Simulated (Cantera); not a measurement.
A perfectly stirred reactor is fed with 18.5 % H2, 15.4 % O2, 66.2 % N2, at 315 Torr; it is held at 1275 K, and followed from long to short residence time.

Model: GRI-Mech 3.0 (53 species, 325 reactions), integrated in Cantera. The temperature is held fixed by assumption; the heat of reaction is taken as removed at once.

x: mole fraction; the columns are a selection and need not sum to one.

```tsv
τ (s)	x H2	x O2	x NO2	x HO2	x OH	x H2O	x H2O2
3.7	5.45e-5	0.0678	8.70e-9	1.56e-6	0.000172	0.203	2.09e-7
1.9	8.51e-5	0.0678	6.81e-9	2.34e-6	0.000215	0.203	2.88e-7
0.96	0.000134	0.0678	4.90e-9	3.49e-6	0.000270	0.203	3.95e-7
0.48	…	0.0678	…	…	…	0.203	…
0.25	0.000328	0.0678	2.37e-9	7.12e-6	0.000422	0.203	7.07e-7
0.12	0.000531	0.0678	1.68e-9	9.96e-6	0.000541	0.202	9.48e-7
0.063	0.000808	0.0679	1.35e-9	1.29e-5	0.000674	0.202	1.21e-6
0.032	…	0.0680	…	…	…	0.201	…
0.016	0.00193	0.0682	1.07e-9	1.95e-5	0.00108	0.200	1.90e-6
0.0082	0.00291	0.0685	1.01e-9	2.25e-5	0.00137	0.199	2.29e-6
```

Complete the blanks.


- 0.48, x H2: 0.000213
- 0.48, x NO2: 3.37e-9
- 0.48, x HO2: 5.11e-6
- 0.48, x OH: 0.000340
- 0.48, x H2O2: 5.37e-7
- 0.032, x H2: 0.00125
- 0.032, x NO2: 1.17e-9
- 0.032, x HO2: 1.61e-5
- 0.032, x OH: 0.000851
- 0.032, x H2O2: 1.53e-6
